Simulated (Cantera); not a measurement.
A closed system holds: 1 mol B2O3, 0.83 mol BCl3, 16 mol O2, held at 973.15 K and 1000 Pa.

These are equilibrium values from Cantera (NASA tables, ideal gas, pure condensed phases), not measurements of a reactor. Equilibrium is a limit: real reactors are often held back by kinetics, nucleation or transport.

| species | before | after |
|---|---|---|
| O2 | 0.925 | 0.923 |
| Cl2 | 0.0745 | 0.0727 |
| Cl | 0.000702 | 0.00399 |
| ClO | 4.53e-6 | 1.87e-5 |
| B2O3(l), mol | 1.42 | 1.42 |
Gas species are given as mole fractions.

Problem. Which change was made?
(A) temperature from 973.15 K to 1798.15 K
(B) temperature from 973.15 K to 1275 K
(C) temperature from 973.15 K to 1098 K
(D) BCl3 from 0.83 to 3.8 mol

Solution. C, temperature from 973.15 K to 1098 K
